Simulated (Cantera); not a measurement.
Charge: 1 mol SiH4, 0.12 mol O2, 7.3 mol H2, held at 2.80 mbar.

Method: chemical equilibrium by Gibbs-energy minimisation in Cantera with the NASA 1993 tables (ideal gas, pure condensed phases). Candidate condensed phases: H2O, Si, SiO2; 18 gas species. Gases not in the tables: Si2H6 and higher silanes. Kinetics and transport are ignored.

x: gas mole fraction; n: condensed amount in mol.

| T (K) | x H2 | x H | x Si | x SiO | x SiH | x Si2 | n Si(s) | n Si(l) |
|---|---|---|---|---|---|---|---|---|
| 1623 | 0.974 | 0.00129 | 5.59e-5 | 0.0251 | 5.85e-6 | 1.60e-7 | 0.759 | (withheld) |
| 1698 | 0.972 | 0.00269 | 0.000235 | 0.0251 | 1.91e-5 | 1.02e-6 | 0 | 0.757 |
| 1773 | 0.969 | 0.00529 | 0.000761 | 0.0251 | 4.89e-5 | 4.23e-6 | 0 | 0.752 |
| 1848 | 0.963 | 0.00983 | 0.00224 | 0.0250 | 0.000116 | 1.56e-5 | 0 | 0.737 |
| 1923 | 0.951 | 0.0174 | 0.00606 | 0.0248 | 0.000256 | 5.17e-5 | 0 | 0.697 |
| 1998 | 0.930 | 0.0292 | 0.0152 | 0.0244 | 0.000528 | 0.000157 | 0 | (withheld) |
| 2073 | 0.892 | 0.0469 | 0.0356 | 0.0236 | 0.00102 | 0.000437 | 0 | (withheld) |
| 2148 | 0.835 | 0.0720 | 0.0674 | 0.0225 | 0.00160 | 0.000835 | 0 | (withheld) |

Task: Complete the blanks.

Result: 
- 1623, n Si(l): 0
- 1998, n Si(l): 0.600
- 2073, n Si(l): 0.375
- 2148, n Si(l): 0
